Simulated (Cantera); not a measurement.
Charge: 1 mol HgO, 18 mol N2, at 0.133 bar.

Method: chemical equilibrium by Gibbs-energy minimisation in Cantera with the NASA 1993 tables (ideal gas, pure condensed phases). Candidate condensed phases: Hg, HgO; 10 gas species. Rates play no part.

**Question.** Which condensed phases are stable at each of these points (T (°C)): 202, 252, 302, 352, 402, 452, 502, 552, 602?

**Answer.** 
| T (°C) | condensed phases | Hg condensed (%) |
|---|---|---|
| 202 | HgO(s) | 98.2 |
| 252 | HgO(s) | 79.6 |
| 302 | gas only | 0.0 |
| 352 | gas only | 0.0 |
| 402 | gas only | 0.0 |
| 452 | gas only | 0.0 |
| 502 | gas only | 0.0 |
| 552 | gas only | 0.0 |
| 602 | gas only | 0.0 |

From 202 °C to 252 °C the condensed part is HgO(s). From 302 °C to 602 °C nothing is condensed.
